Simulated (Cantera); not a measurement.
What does this Cantera script print?

```python
import numpy as np
import cantera as ct

gas_names = """
    CL CL2 H HCL H2 Si SiCL SiCL2 SiCL3 SiCL4 SiH SiHCL3 SiH2 SiH2CL2 SiH3 SiH3CL SiH4 Si2 Si3
""".split()
cond_names = """
    Si(cr) Si(L)
""".split()


def load(file, names, dense=False):
    # The tables refer to 1 bar. Condensed volumes are neglected.
    table = {s.name: s for s in ct.Species.list_from_file(file)}
    out = []
    for n in names:
        d = dict(table[n].input_data)
        d["thermo"] = dict(d["thermo"], **{"reference-pressure": 1e5})
        if dense:
            d["equation-of-state"] = {"model": "constant-volume", "density": "1e6 g/cm^3"}
        out.append(ct.Species.from_dict(d))
    return out


gas = ct.Solution(thermo="ideal-gas", species=load("nasa_gas.yaml", gas_names))
cond = {s.name: ct.Solution(thermo="fixed-stoichiometry", species=[s], name=s.name)
        for s in load("nasa_condensed.yaml", cond_names, dense=True)}
atoms = {
    'SiH2Cl2': {'Si': 1, 'H': 2, 'CL': 2},
    'H2': {'H': 2},
}
top_T = {}  # K; cautious upper limits of use, not melting points


def equilibrate(T, P, feed):
    n = {}
    for name, mol in feed.items():
        for a, k in atoms[name].items():
            n[a] = n.get(a, 0.0) + k * mol
    gas.TPX = T, P, n
    mass = sum(n.values()) * gas.mean_molecular_weight
    gas.equilibrate("TP")
    valid = [c for c in cond.values() if c.min_temp <= T <= top_T.get(c.name, c.max_temp)]
    mix = ct.Mixture([(gas, mass / gas.mean_molecular_weight)] + [(c, 0.0) for c in valid])
    mix.T, mix.P = T, P
    mix.equilibrate("TP", solver="vcs", rtol=1e-11, max_steps=5000)
    return mix


results = []
feed = {'SiH2Cl2': 1, 'H2': 1500}  # mol
T = 1223.15  # K
P = 260  # Pa
mix = equilibrate(T, P, feed)
results.append((T, P, feed, dict(zip(mix.species_names, mix.species_moles))))
x = sorted(zip(gas.X, gas.species_names), reverse=True)
print(f"T = {T:g} K  P = {P:g} Pa  gas = {mix.phase_moles(0):.4g} mol")
print("   x: " + "  ".join(f"{s} {v:.3e}" for v, s in x if v > 1e-05))
print("   condensed (mol): " + ("  ".join(f"{mix.phase(i).name} {mix.phase_moles(i):.4g}"
      for i in range(1, mix.n_phases) if mix.phase_moles(i) > 1e-12) or "none"))
```

It prints:

```
T = 1223.15 K  P = 260 Pa  gas = 1502 mol
   x: H2 9.987e-01  HCL 1.323e-03
   condensed (mol): Si(cr) 0.9935
```

Cantera equilibrium calculation (NASA polynomials, part measured and part estimated; ideal gas, pure solids and liquids).
